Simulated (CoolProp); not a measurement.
Properties of R141b at several states (Tc = 204.4 °C, pc = 42.12 bar, ω = 0.220).

Values from CoolProp's reference Helmholtz-energy equation of state, Lemmon 2006. It is a short technical equation, of lower accuracy than the large ones.

```csv
T (°C),p (bar),phase,density (kg/m³),cp (kJ/(kg K)),cv (kJ/(kg K)),speed of sound (m/s),Joule-Thomson coefficient (K/MPa)
153.65,7.97,gas,29.12,0.9909,0.8770,166.1,14.24
-15.65,2.54,liquid,1310,1.111,0.7782,977.2,-0.4407
125.55,46.4,liquid,1028,1.334,0.8999,502.7,0.006025
-15.65,236,liquid,1341,1.094,0.7868,1079,-0.4719
45.65,0.369,gas,1.647,0.7947,0.7189,156.4,33.64
```
